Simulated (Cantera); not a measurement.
Feed: 1 mol SiCl₄, 21 mol N₂O, 18 mol N₂, equilibrated at 1377 °C and 0.120 Torr.

Equilibrium computed with Cantera from the NASA thermochemical tables; the gas is ideal and each condensed phase is pure. Candidate condensed phases: Si, SiO₂, Si₂N₂O, Si₃N₄; 23 gas species. The tables hold silica as quartz up to 1696 K and as liquid above; real silica turns to tridymite and cristobalite and melts near 1996 K. Kinetics and transport are ignored.

Base state: N₂ 0.741, O₂ 0.179, Cl 0.0761, NO 0.00214, O 0.000867, Cl₂ 4.31e-5 (mole fractions); condensed: SiO₂(β-quartz).

**Question.** What changes in the equilibrium state with this change: pressure from 0.120 Torr to 10.0 Torr?

**Answer.** 
```
species                before    after
-------------------  --------  -------
N₂                      0.741    0.744
O₂                      0.179    0.180
Cl                     0.0761   0.0702
Cl₂                   4.31e-5  0.00306
O                    0.000867  9.52e-5
ClO                   8.41e-6  7.11e-5
NO                    0.00214  0.00215
SiO₂(β-quartz), mol     1.000    1.000
```

**Question.** What changes in the equilibrium state with this change: SiCl₄ replaced by TEOS?

**Answer.** 
| species | before | after |
|---|---|---|
| N₂ | 0.741 | 0.684 |
| H₂O | 0 | 0.158 |
| CO₂ | 0 | 0.105 |
| O₂ | 0.179 | 7.62e-5 |
| Cl | 0.0761 | 0 |
| CO | 0 | 0.0357 |
| H₂ | 0 | 0.0168 |
| SiO | 1.20e-6 | 5.81e-5 |
| H | 0 | 0.000930 |
| OH | 0 | 0.000395 |
| SiO₂(β-quartz), mol | 1.000 | 0.997 |
The feed counts by its element totals alone. Further candidate phases: C, C₆H₆, C₇H₈, C₈H₁₈, H₂O, SiC.
